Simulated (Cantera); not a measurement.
A closed system holds: 1 mol Pb, 0.012 mol O2, 0.65 mol H2, equilibrated at 10000 Pa.

Method: chemical equilibrium by Gibbs-energy minimisation in Cantera with the NASA 1993 tables (ideal gas, pure condensed phases). Candidate condensed phases: H2O, Pb, PbO, PbO2, Pb3O4; 12 gas species. Kinetics and transport are ignored.

### Question
Which condensed phases are stable at each of these points (T (K)): 1223, 1273, 1323, 1373, 1423, 1473, 1523, 1573, 1623?

### Answer
| T (K) | condensed phases | Pb condensed (%) |
|---|---|---|
| 1223 | Pb(l) | 99.4 |
| 1273 | Pb(l) | 98.8 |
| 1323 | Pb(l) | 97.6 |
| 1373 | Pb(l) | 95.5 |
| 1423 | Pb(l) | 91.8 |
| 1473 | Pb(l) | 84.9 |
| 1523 | Pb(l) | 71.4 |
| 1573 | Pb(l) | 39.8 |
| 1623 | gas only | 0.0 |

From 1223 K to 1573 K the condensed part is Pb(l). At 1623 K nothing is condensed.
